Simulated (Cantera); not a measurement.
# Fluorocarbon and chlorocarbon gases: CH3F + Si

Charge: 1 mol CH3F, a varied amount of Si, held at 1573.15 K and 6.90 mbar.

Method: chemical equilibrium by Gibbs-energy minimisation in Cantera with the NASA 1993 tables (ideal gas, pure condensed phases). Candidate condensed phases: C, C6H6, C7H8, C8H18, Si, SiC; 113 gas species. The tables' values for SiF3, SiF2 are old estimates; treat these amounts as uncertain. Kinetics and transport are ignored.

From 0.0074 mol Si to 0.19 mol Si the condensed part is C(graphite). The main Si-bearing gas is SiF4 throughout.

```
n(Si) (mol)  log p H2  log p HF  log p SiF4  log p SiF3  log p SiHF3  log p H  log p SiF2  log p C2H2 (acetylene)  n C(graphite)
-----------  --------  --------  ----------  ----------  -----------  -------  ----------  ----------------------  -------------
0.0074          -2.45     -2.47       -4.60       -6.44        -7.67    -5.62       -8.58                   -7.14          1.000
0.013           -2.45     -2.48       -4.35       -6.18        -7.41    -5.61       -8.31                   -7.13          1.000
0.022           -2.44     -2.50       -4.12       -5.93        -7.16    -5.61       -8.04                   -7.12          1.000
0.037           -2.42     -2.52       -3.89       -5.67        -6.89    -5.60       -7.74                   -7.11          1.000
0.064           -2.40     -2.58       -3.65       -5.36        -6.56    -5.59       -7.37                   -7.08          1.000
0.11            -2.35     -2.69       -3.41       -4.98        -6.17    -5.57       -6.86                   -7.04          1.000
0.19            -2.28     -3.02       -3.17       -4.38        -5.53    -5.53       -5.89                   -6.97          1.000
```
log p: log10 of the partial pressure in bar; n: condensed amount in mol.
